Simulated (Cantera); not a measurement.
Input: 1 mol MgO, 1.6 mol C, 0.68 mol H₂, held at 7.50 Torr.

Equilibrium computed with Cantera from the NASA thermochemical tables; the gas is ideal and each condensed phase is pure. Candidate condensed phases: C, C₆H₆, C₇H₈, C₈H₁₈, H₂O, Mg, MgCO₃, MgO, Mg(OH)₂; 116 gas species. The tables' values for MgH are old estimates; treat these amounts as uncertain. Equilibrium is a limit: real reactors are often held back by kinetics, nucleation or transport.

log p: log10 of the partial pressure in bar; n: condensed amount in mol.

| T (K) | log p CO | log p Mg | log p H₂ | log p H | log p C₂H₂ (acetylene) | n C(graphite) |
|---|---|---|---|---|---|---|
| 1698 | -2.43 | -2.43 | -2.60 | -5.14 | -6.74 | 0.600 |
| 1773 | -2.43 | -2.43 | -2.60 | -4.84 | -6.45 | 0.600 |
| 1848 | -2.43 | -2.43 | -2.60 | -4.57 | -6.19 | 0.600 |
| 1923 | -2.43 | -2.43 | -2.60 | -4.33 | -5.95 | 0.599 |
| 1998 | -2.43 | -2.43 | -2.60 | (withheld) | (withheld) | 0.599 |
| 2073 | -2.43 | -2.43 | -2.61 | -3.89 | -5.52 | 0.598 |
| 2148 | -2.43 | -2.43 | -2.62 | -3.69 | -5.34 | 0.597 |
| 2223 | -2.43 | -2.44 | -2.63 | -3.51 | -5.17 | 0.596 |
| 2298 | -2.44 | -2.44 | -2.65 | -3.34 | -5.02 | 0.595 |
| 2373 | -2.44 | -2.44 | -2.67 | (withheld) | (withheld) | 0.593 |
| 2448 | -2.45 | -2.45 | -2.71 | -3.05 | -4.77 | 0.590 |

Q: What belongs in the gaps?

A: 
- 1998, log p H: -4.10
- 1998, log p C₂H₂ (acetylene): -5.73
- 2373, log p H: -3.19
- 2373, log p C₂H₂ (acetylene): -4.88
